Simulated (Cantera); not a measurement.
A closed system holds: 1 mol Fe(CO)5, 0.063 mol O2, 65 mol N2, held at 24.0 mbar.

Equilibrium computed with Cantera from the NASA thermochemical tables; the gas is ideal and each condensed phase is pure. Candidate condensed phases: C, Fe, Fe(CO)5, FeO, Fe2O3, Fe3O4; 27 gas species. Kinetics and transport are ignored.

Problem. At 1523 K, list the 4 most abundant gas species with their mole fractions, and the condensed phases.

Solution. N2 0.929, CO 0.0696, CO2 0.00180, Fe 1.01e-5. Condensed: Fe(γ).
